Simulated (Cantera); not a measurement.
Equilibrium for carbon deposition, reforming and gasification: toluene + O2

A closed system holds: 1 mol toluene, 0.51 mol O2, held at 8250 Torr.

These are equilibrium values from Cantera (NASA tables, ideal gas, pure condensed phases), not measurements of a reactor. Candidate condensed phases: C, C6H6, C7H8, C8H18, H2O; 110 gas species. The numbers say what is thermodynamically allowed, not how fast it happens.

```
T (K)  log p H2  log p CO  log p CH4  log p H2O  log p CO2  n C(graphite)
-----  --------  --------  ---------  ---------  ---------  -------------
1450       0.93      0.35      -0.63      -1.33      -2.28           5.90
1525       0.93      0.35      -0.78      -1.56      -2.57           5.92
1600       0.94      0.35      -0.92      -1.77      -2.83           5.93
1675       0.94      0.35      -1.04      -1.97      -3.07           5.94
1750       0.94      0.35      -1.16      -2.14      -3.29           5.95
1825       0.94      0.35      -1.27      -2.31      -3.49           5.96
1900       0.94      0.35      -1.37      -2.46      -3.67           5.96
```
log p: log10 of the partial pressure in bar; n: condensed amount in mol.

From 1450 K to 1900 K the condensed part is C(graphite). The main C-bearing gas is CO throughout.
